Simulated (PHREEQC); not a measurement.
Consider water at 44 °C with 3.2 mmol/kgw Pb(NO3)2, 3.9 mmol/kgw CaCl2 and 0.039 mmol/kgw NaH2PO4. Closed to the air; pH follows from the charge balance.

Model: ion-association model, wateq4f.dat, run in PHREEQC.

```tsv
quantity	before	after
pH	5.22	3.21
ionic strength (mol/kgw)	0.0198	0.0205
Pb+2 (mol/kgw)	0.00245	0.00245
PbNO3+ (mol/kgw)	0.000127	0.000126
H2PO4- (mol/kgw)	3.49e-5	3.31e-5
PbOH+ (mol/kgw)	5.15e-6	4.95e-8
SI of Pb(OH)2 (Pb(OH)2)	+0.04	-3.99
SI of Litharge (PbO)	-4.42	-8.45
```

Task: What was changed between the two runs?
(A) NaH2PO4 from 3.9e-05 to 1.95e-05 mol/kgw
(B) 0.00037 mol/kgw HBF4 added
(C) CaCl2 from 0.0039 to 0.0195 mol/kgw
(D) diluted 10-fold with water
(E) CaCl2 replaced by NaCl at the same molality

Result: B, 0.00037 mol/kgw HBF4 added

This is a speciation only: nothing precipitates in the calculation. Some of these states are supersaturated (in Fluorite, Matlockite, for instance). H3PO4, which wateq4f.dat lacks, is added to it with the constant of phreeqc.dat. Constants without temperature data keep their 25 °C values here. Real BF4- forms and hydrolyses slowly; the run takes it at equilibrium. The database has no phosphate complexes of Pb.
